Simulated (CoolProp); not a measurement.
Vapour-liquid equilibrium of acetone (1) + methanol (2) at 0.0411 MPa; x and y are mole fractions of (1).

Computed with CoolProp (multi-fluid Helmholtz-energy mixture model, Lemmon 2006 and de Reuck 1993; pair parameters Bell 2016).

**Question.** Give the bubble temperature and the first vapour's composition at x = 0.125, 0.275, 0.575. Is there an azeotrope?

**Answer.** x = 0.125: 38.9 °C, y = 0.266; x = 0.275: 36.0 °C, y = 0.444; x = 0.575: 33.0 °C, y = 0.664. y crosses x between x = 0.875 and 0.95: the model has an azeotrope there.

Pair parameters are fitted to limited data, so mixtures are less certain than the pure fluids.
